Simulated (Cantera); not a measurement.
# Ignition delay

Mixture: C₃H₈ : O₂ : N₂ : H₂O = 1 : 8.06 : 30.3 : 4.5 (molar parts), at 1.00 atm, adiabatic and at constant volume. Ignition delay is the time to a rise of 400 K.

Cantera simulation using GRI-Mech 3.0 (53 species, 325 reactions); the numbers are that mechanism's predictions, not measurements. GRI-Mech 3.0 was tuned for natural gas; its chemistry of propane as a main component is partial and can be far from experiment.

| T0 (K) | delay (ms) |
|---|---|
| 1000 | 563 |
| 1050 | 175 |
| 1100 | 54.9 |
| 1150 | 17.9 |
| 1200 | 6.20 |
| 1250 | 2.34 |
| 1300 | 0.969 |
| 1350 | 0.442 |
| 1400 | 0.221 |
| 1450 | 0.121 |

The apparent activation energy between 1350 and 1450 K comes out as 210 kJ/mol.
